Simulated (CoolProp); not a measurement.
Vapour-liquid equilibrium of n-hexane (1) + cyclohexane (2) at 291.5 K; x and y are mole fractions of (1).

Values from CoolProp's multi-fluid Helmholtz-energy mixture model, Thol 2019 and Zhou 2014; pair parameters Bell 2016.

```csv
x,"bubble pressure, mixture model (kPa)","bubble pressure, Raoult's law (kPa)","y, mixture model","y, Raoult's law"
0.05,9.942,9.838,0.085,0.076
0.125,10.47,10.24,0.198,0.183
0.2,10.96,10.65,0.296,0.281
0.275,11.41,11.06,0.384,0.373
0.35,11.84,11.46,0.464,0.458
0.425,12.25,11.87,0.538,0.537
0.5,12.65,12.28,0.607,0.610
0.575,13.02,12.68,0.672,0.679
0.65,13.39,13.09,0.735,0.744
0.725,13.75,13.50,0.795,0.805
0.8,14.09,13.90,0.853,0.862
0.875,14.43,14.31,0.909,0.916
0.95,14.77,14.72,0.964,0.967
```

The largest gap from Raoult's law is +3.3 % in bubble pressure, at x = 0.35. No azeotrope shows between x = 0.05 and 0.95.

Pair parameters are fitted to limited data, so mixtures are less certain than the pure fluids.
